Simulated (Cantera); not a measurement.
An isothermal, constant-pressure homogeneous reactor starts with 14.5 % CH₄, 85.5 % H₂, at 1875 K and 1.00 atm.

Model: GRI-Mech 3.0 (53 species, 325 reactions), integrated in Cantera. GRI-Mech 3.0 stops at C3 and has no aromatics, soot or wall deposition, so with more carbon than oxygen in the feed, carbon stays in small species such as C2H2 where larger ones or solid carbon would form.

One state of this run: x CH₄ = 0.0150; x H₂ = 0.927; x C₂H₆ = 1.86e-6; x H = 0.000624; x CH₃ = 0.000202. x: mole fraction; the columns are a selection and need not sum to one.

### Question
Which value of t (s) does it belong to?
A. 0.0520
B. 0.0163
C. 0.0291
D. 0.000900

### Answer
C, 0.0291
